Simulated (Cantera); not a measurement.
Feed: 1 mol TEOS, 3.7 mol NO, 0.22 mol H2, held at 427 °C and 0.320 bar.

Equilibrium computed with Cantera from the NASA thermochemical tables; the gas is ideal and each condensed phase is pure. Candidate condensed phases: C, C6H6, C7H8, C8H18, H2O, Si, SiC, SiO2, Si2N2O, Si3N4; 151 gas species. The feed counts by its element totals alone. Equilibrium is a limit: real reactors are often held back by kinetics, nucleation or transport.

Base state: H2O 0.302, H2 0.254, CH4 0.175, N2 0.164, CO2 0.0973, CO 0.00868, NH3 0.000155 (mole fractions); condensed: C(graphite) + SiO2(α-quartz).

**Question.** What changes in the equilibrium state with this change: pressure from 0.320 bar to 0.190 bar?

**Answer.** 
| species | before | after |
|---|---|---|
| H2 | 0.254 | 0.302 |
| H2O | 0.302 | 0.280 |
| N2 | 0.164 | 0.159 |
| CH4 | 0.175 | 0.148 |
| CO | 0.00868 | 0.0114 |
| CO2 | 0.0973 | 0.0992 |
| NH3 | 0.000155 | 0.000118 |
| C(graphite), mol | 4.83 | 4.99 |
| SiO2(α-quartz), mol | 1.00 | 1.00 |

**Question.** What changes in the equilibrium state with this change: temperature from 427 °C to 702 °C?

**Answer.** 
| species | before | after |
|---|---|---|
| H2 | 0.254 | 0.558 |
| CO | 0.00868 | 0.268 |
| N2 | 0.164 | 0.111 |
| H2O | 0.302 | 0.0288 |
| CH4 | 0.175 | 0.0125 |
| CO2 | 0.0973 | 0.0221 |
| NH3 | 0.000155 | 3.06e-5 |
| C(graphite), mol | 4.83 | 2.94 |
| SiO2(α-quartz), mol | 1.00 | 0 |
| SiO2(β-quartz), mol | 0 | 1.00 |
